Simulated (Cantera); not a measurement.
What does this Cantera script print?

```python
import numpy as np
import cantera as ct

gas_names = [...]  # 109 gases of nasa_gas.yaml made of C, Cl, H, Si
cond_names = """
    C(gr) C6H6(L) C7H8(L) C8H18(L),n-octa Si(cr) Si(L) SiC(b)
""".split()


# ... load() reads the species with a 1 bar reference pressure and builds the phases ...
atoms = {
    'SiHCl3': {'Si': 1, 'H': 1, 'CL': 3},
    'CH4': {'C': 1, 'H': 4},
    'H2': {'H': 2},
    'C2H2': {'C': 2, 'H': 2},
}
top_T = {'C(gr)': 4500, 'SiC(b)': 3050}  # K; cautious upper limits of use, not melting points


# ... equilibrate(T, P, feed) seeds the gas with the atoms and calls Mixture.equilibrate('TP', solver="vcs", rtol=1e-11, max_steps=5000) ...
results = []
feed = {'SiHCl3': 1, 'CH4': 0.02, 'H2': 120, 'C2H2': 0.57}  # mol
P = 10000  # Pa
for T in [1225, 1325, 1425, 1525, 1625, 1725, 1825, 1925, 2025, 2125]:
    mix = equilibrate(T, P, feed)
    results.append((T, P, feed, dict(zip(mix.species_names, mix.species_moles))))
    x = sorted(zip(gas.X, gas.species_names), reverse=True)
    print(f"T = {T:g} K  P = {P:g} Pa  gas = {mix.phase_moles(0):.4g} mol")
    print("   x: " + "  ".join(f"{s} {v:.3e}" for v, s in x if v > 0.0001))
    print("   condensed (mol): " + ("  ".join(f"{mix.phase(i).name} {mix.phase_moles(i):.4g}"
          for i in range(1, mix.n_phases) if mix.phase_moles(i) > 1e-12) or "none"))
```

Output:

```
T = 1225 K  P = 10000 Pa  gas = 122.5 mol
   x: H2 9.743e-01  HCL 2.449e-02  CH4 1.246e-03
   condensed (mol): C(gr) 0.00793  SiC(b) 0.9994
T = 1325 K  P = 10000 Pa  gas = 122.5 mol
   x: H2 9.749e-01  HCL 2.447e-02  CH4 6.380e-04
   condensed (mol): C(gr) 0.08238  SiC(b) 0.9992
T = 1425 K  P = 10000 Pa  gas = 122.6 mol
   x: H2 9.752e-01  HCL 2.445e-02  CH4 3.583e-04
   condensed (mol): C(gr) 0.1165  SiC(b) 0.9987
T = 1525 K  P = 10000 Pa  gas = 122.6 mol
   x: H2 9.752e-01  HCL 2.444e-02  CH4 2.170e-04
   condensed (mol): C(gr) 0.1324  SiC(b) 0.998
T = 1625 K  P = 10000 Pa  gas = 122.6 mol
   x: H2 9.752e-01  HCL 2.441e-02  H 2.203e-04  CH4 1.398e-04
   condensed (mol): C(gr) 0.1373  SiC(b) 0.9969
T = 1725 K  P = 10000 Pa  gas = 122.6 mol
   x: H2 9.748e-01  HCL 2.438e-02  H 5.799e-04
   condensed (mol): C(gr) 0.1306  SiC(b) 0.9955
T = 1825 K  P = 10000 Pa  gas = 122.7 mol
   x: H2 9.739e-01  HCL 2.433e-02  H 1.374e-03  C2H2,acetylene 2.092e-04
   condensed (mol): C(gr) 0.1065  SiC(b) 0.9936
T = 1925 K  P = 10000 Pa  gas = 122.8 mol
   x: H2 9.721e-01  HCL 2.424e-02  H 2.981e-03  C2H2,acetylene 4.451e-04
   condensed (mol): C(gr) 0.05381  SiC(b) 0.9902
T = 2025 K  P = 10000 Pa  gas = 123 mol
   x: H2 9.689e-01  HCL 2.409e-02  H 5.991e-03  C2H2,acetylene 7.083e-04  CL 1.106e-04
   condensed (mol): SiC(b) 0.9804
T = 2125 K  P = 10000 Pa  gas = 123.3 mol
   x: H2 9.634e-01  HCL 2.380e-02  H 1.127e-02  C2H2,acetylene 8.492e-04  CL 2.043e-04  Si 2.027e-04  SiCL2 1.431e-04
   condensed (mol): SiC(b) 0.9439
```

Cantera equilibrium calculation (NASA polynomials, part measured and part estimated; ideal gas, pure solids and liquids). The tables' values for SiCl are old estimates; treat these amounts as uncertain. Gases not in the tables: Si2H6 and higher silanes.
